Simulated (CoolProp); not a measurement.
The fluid at 447.83 K and 0.46 MPa flows at 14 m/s in a round tube of 10 mm bore and 45 µm roughness, fully developed (64/Re and Nu = 3.66 if laminar; Colebrook and Gnielinski if turbulent). The same conditions are run with several fluids, on thermodynamics alone (safety and materials aside).

Values from CoolProp's reference Helmholtz-energy equation of state of each fluid (water: Wagner 2002; n-butane: Bücker 2006; ammonia: Gao 2020; dry air: Lemmon 2000; n-pentane: Thol 2019). Blends and air are pseudo-pure fits.

| fluid | Reynolds number | Darcy friction factor | pressure drop (Pa/m) | heat-transfer coefficient (W/(m² K)) | mass flow (kg/h) |
|---|---|---|---|---|---|
| water | 21400 | 0.0335 | 755 | 279 | 9.10 |
| n-butane | 93700 | 0.0305 | 2220 | 1090 | 29.5 |
| ammonia | 18800 | 0.0340 | 708 | 315 | 8.42 |
| dry air | 20000 | 0.0338 | 1180 | 249 | 14.1 |
| n-pentane | 134000 | 0.0302 | 2800 | 1390 | 37.4 |

Transport values come from each fluid's own correlations; those of n-pentane are estimates that may be off by 10 % or more.
